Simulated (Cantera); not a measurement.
An isothermal, constant-pressure homogeneous reactor starts with NO : N₂ = 1 : 9.2 (molar parts), at 1523 K and 1050 Torr. Integrator tolerance rtol = 1e-08.

Computed with Cantera and GRI-Mech 3.0 (53 species, 325 reactions).

Task: What does this change do: N2 9.2 to 41 parts?

Result: 
```tsv
quantity	before	after
x(NO) at 60.0 s	0.0812 (gas-phase equilibrium 0.000726)	0.0227 (gas-phase equilibrium 0.000363)
x(N₂) at 60.0 s	0.910 (gas-phase equilibrium 0.951)	0.977 (gas-phase equilibrium 0.988)
x(NO₂) at 60.0 s	9.78e-5 (gas-phase equilibrium 2.06e-6)	7.71e-6 (gas-phase equilibrium 5.06e-7)
x(N₂O) at 60.0 s	2.33e-6 (gas-phase equilibrium 5.75e-8)	1.88e-7 (gas-phase equilibrium 2.93e-8)
x(O) at 60.0 s	4.43e-7 (gas-phase equilibrium 1.03e-6)	1.25e-7 (gas-phase equilibrium 5.08e-7)
```
